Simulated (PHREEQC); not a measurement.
Dissolve 3.9e-05 mol HCl and 0.00027 mol ZnCl2 per kg of water at 25 °C. Closed to the air; pH follows from the charge balance.

All values are PHREEQC results (ion-association model, wateq4f.dat), not measurements.

The pH is 4.42. The ionic strength is 0.000848 mol/kgw. The total alkalinity is -0.0390 meq/kg.

```tsv
species	molality	activity	log γ
Cl-	0.000579	0.000560	-0.014
Zn+2	0.000270	0.000237	-0.056
H+	3.90e-5	3.78e-5	-0.014
ZnCl+	3.69e-7	3.57e-7	-0.014
ZnOH+	7.10e-9	6.87e-9	-0.014
```

This is a speciation only: nothing precipitates in the calculation. Complexes and solids missing from the database can't appear.
